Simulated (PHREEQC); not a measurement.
3.4 g of hydrous ferric oxide (600 m²/g; 0.2 weak and 0.005 strong sites per Fe, Dzombak-Morel constants, diffuse double layer) in 1 kg of water with 0.3 mol/kgw of an inert sodium salt and 7.6e-05 mol/kgw NaH2PO4, at 25 °C; the pH is set by adding NaOH or the inert anion's acid. Oxygen alone is held at its pressure in air (log pO2 = -0.68). No CO2 enters from the air. No solid was allowed to form.

The series has 13 steps of pH, from 4 to 10.

All values are PHREEQC results (ion-association model, wateq4f.dat), not measurements.

### Question
Near which pH is half of the P sorbed, and on which side is more sorbed?

### Answer
Near pH 9.9, with more sorbed at lower pH.

H3PO4, which wateq4f.dat lacks, is added to it with the constant of phreeqc.dat.
